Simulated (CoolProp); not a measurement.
Aqueous magnesium chloride as a coolant, at 36 °C, 1 atm.

Computed with CoolProp (Melinder's fits for secondary coolants).

| mass % | freezing point (°C) | Prandtl number | cp (kJ/(kg K)) | conductivity (W/(m K)) | density (kg/m³) |
|---|---|---|---|---|---|
| 3.3 | -1.9 | 5.39 | 4.005 | 0.616 | 1021 |
| 6.8 | -4.5 | 5.39 | ? | 0.610 | 1050 |
| 10.4 | -8.9 | ? | 3.612 | 0.602 | 1081 |
| 13.9 | -14.7 | 6.75 | 3.434 | 0.593 | 1112 |
| 17.5 | -22.2 | ? | 3.267 | 0.582 | 1144 |
| 21 | -31.9 | 10.2 | ? | 0.571 | ? |
| 24.6 | -47.8 | 29.8 | 2.914 | 0.559 | ? |
| 28.1 | -75.8 | 693 | ? | ? | 1259 |

**Question.** What belongs in the gaps?

**Answer.** 
- 6.8, cp (kJ/(kg K)): 3.810
- 10.4, Prandtl number: 5.88
- 17.5, Prandtl number: 7.71
- 21, cp (kJ/(kg K)): 3.107
- 21, density (kg/m³): 1178
- 24.6, density (kg/m³): 1216
- 28.1, cp (kJ/(kg K)): 2.643
- 28.1, conductivity (W/(m K)): 0.544
